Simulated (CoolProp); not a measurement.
Properties of n-nonane along the isotherm 172.85 °C.

Model: reference Helmholtz-energy equation of state, Lemmon 2006, in CoolProp. It is a short technical equation, of lower accuracy than the large ones.

| p (bar) | phase | speed of sound (m/s) | Prandtl number |
|---|---|---|---|
| 4.07 | liquid | ? | 5.39 |
| 8.15 | liquid | ? | 5.40 |
| 12.2 | liquid | 690.9 | 5.41 |
| 16.3 | liquid | 696.5 | 5.42 |
| 20.4 | liquid | 702.1 | ? |
| 24.4 | liquid | 707.4 | ? |
| 28.5 | liquid | 712.8 | 5.45 |
| 32.6 | liquid | 718.1 | ? |
| 36.7 | liquid | 723.3 | 5.47 |
| 40.7 | liquid | ? | 5.48 |
| 44.8 | liquid | 733.4 | 5.49 |
| 48.9 | liquid | 738.5 | 5.50 |
| 53 | liquid | 743.4 | 5.51 |
| 57 | liquid | 748.2 | 5.53 |

Question: Complete the blanks.

Answer: 
- 4.07, speed of sound (m/s): 679.4
- 8.15, speed of sound (m/s): 685.2
- 20.4, Prandtl number: 5.43
- 24.4, Prandtl number: 5.44
- 32.6, Prandtl number: 5.46
- 40.7, speed of sound (m/s): 728.4

Viscosity comes from a separate model (Huber 2004). Thermal conductivity comes from a separate model (Huber 2005).
